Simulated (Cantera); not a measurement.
Feed: 1 mol SiO2, 5.6 mol C, 1.1 mol CO, at 0.0825 Torr.

Equilibrium computed with Cantera from the NASA thermochemical tables; the gas is ideal and each condensed phase is pure. Candidate condensed phases: C, Si, SiC, SiO2; 20 gas species. Equilibrium is a limit: real reactors are often held back by kinetics, nucleation or transport.

Problem. What share of the Si ends up in condensed phases as a function of T (K), at 1525, 1625, 1725, 1825, 1925, 2025, 2125?

Solution. 
```csv
T (K),Si condensed (%),as
1525,99.3,SiC(s)
1625,99.0,SiC(s)
1725,98.6,SiC(s)
1825,97.8,SiC(s)
1925,95.4,SiC(s)
2025,85.7,SiC(s)
2125,39.6,SiC(s)
```
